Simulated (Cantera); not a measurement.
A closed system holds: 1 mol PbO, 0.42 mol H2, 3.5 mol N2, held at 823.15 K and 12.0 mbar.

Equilibrium computed with Cantera from the NASA thermochemical tables; the gas is ideal and each condensed phase is pure. Candidate condensed phases: H2O, Pb, PbO, PbO2, Pb3O4; 27 gas species. The numbers say what is thermodynamically allowed, not how fast it happens.

Base state: N2 0.893, H2O 0.107, Pb 1.12e-5 (mole fractions); condensed: Pb(l) + PbO(yellow).

What changes in the equilibrium state with this change: H2 from 0.42 to 1.8 mol?


```csv
species,before,after
N2,0.893,0.660
H2O,0.107,0.189
H2,7.57e-6,0.151
Pb,1.12e-5,1.12e-5
"Pb(l), mol",0.420,1.000
"PbO(yellow), mol",0.580,0
```

What changes in the equilibrium state with this change: temperature from 823.15 K to 1548.15 K?


| species | before | after |
|---|---|---|
| N2 | 0.893 | 0.708 |
| PbO | 1.91e-8 | 0.107 |
| Pb | 1.12e-5 | 0.0950 |
| H2O | 0.107 | 0.0848 |
| O2 | <1e-9 | 0.00489 |
| NO | <1e-9 | 0.000222 |
| OH | <1e-9 | 0.000128 |
| H2 | 7.57e-6 | 3.91e-5 |
| Pb(l), mol | 0.420 | 0 |
| PbO(yellow), mol | 0.580 | 0 |
Gases not in the tables: (PbO)n polymers.

What changes in the equilibrium state with this change: H2 from 0.42 to 0.27 mol?


```
species            before    after
----------------  -------  -------
N2                  0.893    0.928
H2O                 0.107   0.0716
Pb                1.12e-5  1.12e-5
Pb(l), mol          0.420    0.270
PbO(yellow), mol    0.580    0.730
```
